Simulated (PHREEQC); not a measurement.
PHREEQC input (ion-association model, wateq4f.dat):

```
SOLUTION_MASTER_SPECIES
  An  An-  0  An  62.0  # stands for a non-complexing anion
SOLUTION_SPECIES
  An- = An-
    -log_k 0
    -gamma 3.0 0
PHASES
  Fix_H+
    H+ = H+
    -log_k 0
SOLUTION 1
  temp 25
  units mmol/kgw
  pH 7 charge
  Cl 2.6
  Zn 1.3
  S(6) 3.8
  Ag 7.6
  Na 1
  An 1
END
SELECTED_OUTPUT 1
  -reset false
  -pH true
  -pe true
  -ionic_strength true
  -water true
  -totals Ag Cl Na S Zn S(-2) S(6)
  -molalities Hfo_wOH Hfo_wOH2+ Hfo_wO- Hfo_sOH Hfo_sOH2+ Hfo_sO- Hfo_sOZn+ Hfo_wOZn+ Hfo_sOAg Hfo_wOAg
    Hfo_wSO4- Hfo_wOHSO4-2
  -saturation_indices Zincite(c) Zn4(OH)6SO4 Zn5(OH)8Cl2 Cerargyrite Ag2O Ag2SO4 Halite Mirabilite Goslarite
USER_PUNCH 1
  -headings sigma psi
  10 PUNCH EDL("sigma", "Hfo"), EDL("psi", "Hfo")
PRINT
  -reset false
USE solution 1
SURFACE 1
  Hfo_wOH 0.00494382 600 2.2
  Hfo_sOH 0.000123596
EQUILIBRIUM_PHASES 1
  Fix_H+ -4 HAn 10
    -force_equality true
  O2(g) -0.68 10
END
# ... the last block is repeated for the other 12 points of pH, with NaOH or the acid as the point needs
```

Selected output (columns that matter, 13 of 13 rows; pH added in front):

```
pH	mu	Ag	Cl	Na	S	Zn	si_Zincite(c)	si_Zn4(OH)6SO4	si_Zn5(OH)8Cl2	si_Cerargyrite	si_Ag2O	si_Halite	si_Mirabilite	si_Goslarite
4	0.011223	0.0075987	0.0025999	0.00099996	0.001476	0.0012954	-6.2584	-19.967	-29.294	3.8228	-9.2327	-8.2312	-8.0773	-4.2524
4.5	0.011098	0.0075929	0.0025999	0.00099996	0.0015374	0.0012679	-5.2694	-16.99	-25.348	3.8227	-8.2339	-8.2306	-8.0557	-4.2421
5	0.010977	0.0075826	0.0025999	0.00099997	0.0016812	0.0012086	-4.2948	-14.049	-21.473	3.8226	-7.2364	-8.2294	-8.0131	-4.225
5.5	0.010859	0.0075777	0.0025999	0.00099998	0.0019389	0.0011158	-3.3381	-11.155	-17.687	3.8224	-6.2393	-8.2283	-7.9466	-4.2016
6	0.010159	0.0075558	0.0026	0.00099999	0.0022807	0.00076121	-2.5147	-8.774	-14.565	3.8222	-5.2441	-8.2253	-7.8572	-4.2904
6.5	0.0091765	0.0074551	0.0026	0.00099999	0.0026241	0.00027478	-1.9688	-7.5048	-12.821	3.8212	-4.261	-8.2166	-7.7688	-4.6588
7	0.0098155	0.0071401	0.0025999	0.0020915	0.0029671	7.1686e-05	-1.5708	-6.8565	-11.783	3.8167	-3.3179	-7.8739	-7.0753	-5.2046
7.5	0.010743	0.0065185	0.0025999	0.0034232	0.003267	2.3187e-05	-1.0833	-5.8685	-10.25	3.8068	-2.4333	-7.6143	-6.6133	-5.6789
8	0.011481	0.0058115	0.0025998	0.0046059	0.003492	1.2341e-05	-0.4067	-4.1359	-7.7494	3.7929	-1.5789	-7.428	-6.3327	-5.9762
8.5	0.012017	0.0053179	0.0025998	0.0054265	0.0036527	1.3662e-05	0.4257	-1.7888	-4.4966	3.7807	-0.6938	-7.3127	-6.1752	-6.1264
9	0.012342	0.0050363	0.0025998	0.0059083	0.0037461	4.487e-05	1.31	0.7579	-1.0199	3.7725	0.2345	-7.2487	-6.093	-6.2326
9.5	0.012564	0.0046894	0.0025998	0.0064018	0.0037873	0.0001959	2.0284	2.6358	1.6441	3.7611	1.1395	-7.1783	-6.0199	-6.5099
10	0.012837	0.004116	0.0025998	0.0071699	0.0037981	0.00049918	2.4396	3.2817	2.8303	3.7373	1.962	-7.0645	-5.9214	-7.0976
```

Along this series the solution becomes supersaturated in solids that the run did not let form, among them Zincite(c), Zn4(OH)6SO4, Zn5(OH)8Cl2, Cerargyrite, Ag2O.
